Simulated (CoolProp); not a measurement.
Vapour-liquid equilibrium of n-octane (1) + n-dodecane (2) at 82.85 °C; x and y are mole fractions of (1).

Values from CoolProp's multi-fluid Helmholtz-energy mixture model, Beckmüller 2019 and Lemmon 2004; pair parameters Bell 2016.

```
x     bubble pressure, mixture model (bar)  bubble pressure, Raoult's law (bar)  y, mixture model  y, Raoult's law
----  ------------------------------------  -----------------------------------  ----------------  ---------------
0.05                                   [?]                              0.02110               [?]            0.615
0.2                                0.05456                              0.05872             0.874            0.883
0.35                               0.09114                              0.09634             0.939            0.942
0.5                                    [?]                               0.1340             0.967            0.968
0.65                                   [?]                               0.1716               [?]            0.983
0.8                                    [?]                               0.2092             0.992            0.992
0.95                                0.2465                               0.2468             0.998            0.998
```

Problem. Some entries are withheld; supply them.

Solution. 
- 0.05, bubble pressure, mixture model (bar): 0.01975
- 0.05, y, mixture model: 0.588
- 0.5, bubble pressure, mixture model (bar): 0.1292
- 0.65, bubble pressure, mixture model (bar): 0.1682
- 0.65, y, mixture model: 0.982
- 0.8, bubble pressure, mixture model (bar): 0.2074

The largest gap from Raoult's law is -7.1 % in bubble pressure, at x = 0.2. No azeotrope shows between x = 0.05 and 0.95.

Pair parameters are fitted to limited data, so mixtures are less certain than the pure fluids.
